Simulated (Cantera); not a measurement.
An adiabatic, constant-pressure homogeneous reactor starts with 3.67 % CH3OH, 7.52 % O2, 82.9 % N2, 5.87 % H2O, at 1150 K and 7500 Torr.

Model: GRI-Mech 3.0 (53 species, 325 reactions), integrated in Cantera. GRI-Mech 3.0 was tuned for natural gas; its chemistry of methanol as a main component is partial and can be far from experiment.

Problem. Predict: time of steepest temperature rise; temperature at 0.200 s; equilibrium temperature; x(O2) at 0.200 s; x(H2O) at 0.200 s; x(CO2) at 0.200 s; x(CO) at 0.200 s; x(H) at 0.200 s.

Solution. 
```
Item                                                                 Value
---------------------------------  ---------------------------------------
time of steepest temperature rise                                  4.80 ms
temperature at 0.200 s                                              1803 K
equilibrium temperature                                             1800 K
x(O2) at 0.200 s                     0.0198 (gas-phase equilibrium 0.0191)
x(H2O) at 0.200 s                      0.130 (gas-phase equilibrium 0.130)
x(CO2) at 0.200 s                    0.0360 (gas-phase equilibrium 0.0360)
x(CO) at 0.200 s                   1.72e-5 (gas-phase equilibrium 1.70e-5)
x(H) at 0.200 s                    4.70e-7 (gas-phase equilibrium 4.56e-7)
```
